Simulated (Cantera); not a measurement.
Mixture: H2 : O2 : N2 : H2O = 1 : 0.312 : 1.17 : 0.11 (molar parts), equivalence ratio 1.6, at 9.87 atm, adiabatic and at constant pressure. Ignition delay is the time to a rise of 400 K.

Computed with Cantera and GRI-Mech 3.0 (53 species, 325 reactions). The hydrogen kinetics of GRI-Mech 3.0 are dated; newer H2 mechanisms differ, most at raised pressure. Below about 950 K walls govern HO2 and H2O2 in real vessels.

Q: What does this change do: N2 1.17 to 2.2 parts?

A: 
```tsv
quantity	before	after
delay at 873 K	0.196 s	0.258 s
delay at 948 K	26.4 ms	34.5 ms
delay at 1023 K	4.68 ms	6.04 ms
delay at 1098 K	0.978 ms	1.22 ms
delay at 1173 K	0.212 ms	0.244 ms
delay at 1248 K	39.3 µs	38.7 µs
apparent activation energy between 1098 and 1248 K	240 kJ/mol	260 kJ/mol
```
